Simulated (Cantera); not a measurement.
Gas mixture: 100 % C3H8, at 1300 Pa, frozen composition.

Cantera's kinetic-theory transport with the Lennard-Jones parameters of GRI-Mech 3.0, ideal gas; thermal conductivity in the mixture-averaged form. The composition is frozen, though it would react at the higher temperatures.

One state of this run: ρ (kg/m³) = 0.00862; cp (J/kg/K) = 3512; μ (µPa s) = 19.4; λ (mW/m/K) = 90.1; Pr = 0.757; D (cm²/s) N2 = 50.7; D (cm²/s) CH3 = 57.7; D (cm²/s) H = 303. D: mixture-averaged diffusion coefficient of that species in the mixture.

Task: Which value of T (K) does it belong to?
A) 1200
B) 800
C) 1600
D) 1800

Result: B, 800
